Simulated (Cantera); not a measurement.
Input: 1 mol SiC, 0.08 mol H₂O, 11 mol H₂, at 1298 K and 0.133 bar.

Equilibrium computed with Cantera from the NASA thermochemical tables; the gas is ideal and each condensed phase is pure. Candidate condensed phases: C, C₆H₆, C₇H₈, C₈H₁₈, H₂O, Si, SiC, SiO₂; 123 gas species. Mutual solubility and eutectic melting of coexisting phases are not modelled. The tables hold silica as quartz up to 1696 K and as liquid above; real silica turns to tridymite and cristobalite and melts near 1996 K. The numbers say what is thermodynamically allowed, not how fast it happens.

Base state: H₂ 0.997, CO 0.00196, CH₄ 0.000657 (mole fractions); condensed: SiC(s) + SiO₂(β-quartz).

**Question.** What changes in the equilibrium state with this change: H₂O from 0.08 to 2 mol?

**Answer.** 
```
species                before    after
-------------------  --------  -------
H₂                      0.997    0.995
CO                    0.00196  0.00400
CH₄                  0.000657  0.00105
SiC(s), mol             0.971   0.0261
SiO₂(β-quartz), mol    0.0291    0.974
C(graphite), mol            0    0.908
```
